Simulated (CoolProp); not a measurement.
A simple Rankine cycle with n-butane: condensing at 307.15 K, boiler at 0.926 MPa, turbine inlet 364.1 K, turbine efficiency 0.8, pump efficiency 0.8, no recuperator. Each further row changes one setting.

Values from CoolProp's reference Helmholtz-energy equation of state, Bücker 2006.

| case | thermal efficiency (%) | net work (kJ/kg) | heat in (kJ/kg) | turbine exit temperature (K) | volume ratio over the turbine |
|---|---|---|---|---|---|
| as stated | 8.2 | 36.3 | 442 | 335.4 | (withheld) |
| turbine inlet 384.1 K | 8.1 | 39.5 | 487 | 356.4 | (withheld) |
| condensing temperature 299.15 K | (withheld) | 44.6 | (withheld) | 329.8 | (withheld) |
| boiler pressure 0.648 MPa | 5.7 | 25.6 | 452 | 346.1 | 2.03 |
| turbine efficiency 0.7 | (withheld) | (withheld) | 442 | 337.8 | 3.00 |

Q: Complete the blanks.

A: 
- as stated, volume ratio over the turbine: 2.97
- turbine inlet 384.1 K, volume ratio over the turbine: 2.93
- condensing temperature 299.15 K, thermal efficiency (%): 9.7
- condensing temperature 299.15 K, heat in (kJ/kg): 462
- condensing temperature 299.15 K, volume ratio over the turbine: 3.76
- turbine efficiency 0.7, thermal efficiency (%): 7.2
- turbine efficiency 0.7, net work (kJ/kg): 31.6
